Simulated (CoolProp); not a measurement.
A Linde-Hampson liquefier for ethane: isothermal reversible compression at 320 K from 1 atm to 5 MPa, throttling to 1 atm, return gas leaving the recuperator 5 K below the feed. Each further row changes one setting.

Values from CoolProp's reference Helmholtz-energy equation of state, Bücker 2006.

```tsv
case	liquid yield per pass	compression work (kJ/kg of gas)
as stated	___	315
high pressure 10 MPa	0.426	338
warm-end temperature 350 K	___	___
warm-end gap 10 K	___	315
```

Question: Some entries are withheld; supply them.

Answer: 
- as stated, liquid yield per pass: 0.165
- warm-end temperature 350 K, liquid yield per pass: 0.101
- warm-end temperature 350 K, compression work (kJ/kg of gas): 354
- warm-end gap 10 K, liquid yield per pass: 0.154
